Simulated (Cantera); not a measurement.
A freely propagating, adiabatic, planar premixed flame of CH₄ : O₂ : N₂ = 1 : 1.43 : 5.37 (molar parts), equivalence ratio 1.4, unburnt at 625 K and 7.40 bar; mixture-averaged transport, grid criteria slope 0.08 and curve 0.16, no radiation.

Computed with Cantera and GRI-Mech 3.0 (53 species, 325 reactions). Burning velocities carry a grid error of a few per cent, more on coarse grids.

Question: Predict: laminar burning velocity; thermal thickness; peak x(H₂); peak x(HCN); peak x(CO).

Answer: 
```json
{
  "laminar_burning_velocity": "34.8 cm/s",
  "thermal_thickness": "0.135 mm",
  "peak x(H₂)": "0.0609",
  "peak x(HCN)": "4.32e-5",
  "peak x(CO)": "0.0763"
}
```
